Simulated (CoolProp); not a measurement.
Vapour-liquid equilibrium of fluoroethane (R161) (1) + R134a (2) at 210.5 K; x and y are mole fractions of (1).

Values from CoolProp's multi-fluid Helmholtz-energy mixture model, Wu 2012 and Tillner-Roth 1994; pair parameters Bell 2016.

| x | bubble pressure (MPa) | y at the bubble point | dew pressure at overall composition x (MPa) | liquid density (mol/L) |
|---|---|---|---|---|
| 0.05 | 0.01388 | 0.086 | 0.01365 | 14.66 |
| 0.125 | 0.01470 | 0.206 | 0.01413 | 14.86 |
| 0.2 | 0.01557 | 0.316 | 0.01466 | 15.08 |
| 0.275 | 0.01648 | 0.416 | 0.01523 | 15.29 |
| 0.35 | 0.01743 | 0.508 | 0.01586 | 15.52 |
| 0.425 | 0.01844 | 0.592 | 0.01656 | 15.75 |
| 0.5 | 0.01948 | 0.667 | 0.01734 | 15.98 |
| 0.575 | 0.02057 | 0.736 | 0.01822 | 16.23 |
| 0.65 | 0.02170 | 0.797 | 0.01923 | 16.47 |
| 0.725 | 0.02286 | 0.851 | 0.02039 | 16.73 |
| 0.8 | 0.02404 | 0.899 | 0.02177 | 16.99 |
| 0.875 | 0.02525 | 0.941 | 0.02343 | 17.26 |
| 0.95 | 0.02646 | 0.978 | 0.02552 | 17.54 |

No azeotrope shows between x = 0.05 and 0.95.

The pair parameters rest on a limited set of measurements; away from them the model extrapolates.
